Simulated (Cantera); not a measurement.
An isothermal, constant-pressure homogeneous reactor starts with CH4 : H2O = 1 : 4.9 (molar parts), at 1498 K and 500000 Pa.

Cantera simulation using GRI-Mech 3.0 (53 species, 325 reactions); the numbers are that mechanism's predictions, not measurements.

Task: Predict: x(CH4) at 50.0 s; x(H2O) at 50.0 s; x(H) at 50.0 s; x(C2H2) at 50.0 s.

Result: 
* **x(CH4) at 50.0 s**: 0.00823 (gas-phase equilibrium 1.57e-6)
* **x(H2O) at 50.0 s**: 0.472 (gas-phase equilibrium 0.456)
* **x(H) at 50.0 s**: 4.86e-6 (gas-phase equilibrium 5.00e-6)
* **x(C2H2) at 50.0 s**: 5.33e-5 (gas-phase equilibrium 1.80e-12)
